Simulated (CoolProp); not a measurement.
The fluid at 495.2 K and 0.197 MPa flows at 1.6 m/s in a round tube of 50 mm bore and 1.5 µm roughness, fully developed (64/Re and Nu = 3.66 if laminar; Colebrook and Gnielinski if turbulent). The same conditions are run with several fluids, on thermodynamics alone (safety and materials aside).

Model: reference Helmholtz-energy equation of state of each fluid (ethane: Bücker 2006; n-nonane: Lemmon 2006; oxygen: Schmidt 1985; R404A: Lemmon 2003; n-octane: Beckmüller 2019), in CoolProp. Blends and air are pseudo-pure fits.

```csv
fluid,Reynolds number,Darcy friction factor,pressure drop (Pa/m),heat-transfer coefficient (W/(m² K)),mass flow (kg/h)
ethane,7860,0.0330,(withheld),25.6,16.3
n-nonane,(withheld),0.0202,3.39,73.4,74.1
oxygen,(withheld),0.0398,1.56,10.8,17.3
R404A,(withheld),(withheld),3.16,29.9,53.1
n-octane,49100,0.0211,(withheld),67.2,65.0
```

Some entries are withheld; supply them.


- ethane, pressure drop (Pa/m): 1.22
- n-nonane, Reynolds number: 59300
- oxygen, Reynolds number: 4040
- R404A, Reynolds number: 18900
- R404A, Darcy friction factor: 0.0263
- n-octane, pressure drop (Pa/m): 3.10

Above 300 K oxygen's equation is extrapolated.

Transport values come from each fluid's own correlations.
